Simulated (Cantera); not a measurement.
Feed: 1 mol BN, 410 mol H₂, held at 13300 Pa.

Cantera equilibrium calculation (NASA polynomials, part measured and part estimated; ideal gas, pure solids and liquids). Candidate condensed phases: B, BN; 15 gas species. Mutual solubility and eutectic melting of coexisting phases are not modelled. Gases not in the tables: B₂H₆ and higher boranes. Rates play no part.

What share of the B ends up in condensed phases as a function of T (K), at 1248, 1323, 1398, 1473, 1548, 1623, 1698, 1773, 1848, 1923?


```
T (K)  B condensed (%)            as
-----  ---------------  ------------
1248             100.0         BN(s)
1323             100.0         BN(s)
1398             100.0         BN(s)
1473              99.9         BN(s)
1548              99.8         BN(s)
1623              99.5         BN(s)
1698              98.6         BN(s)
1773              96.8         BN(s)
1848              92.8         BN(s)
1923              87.5  B(s) + BN(s)
```
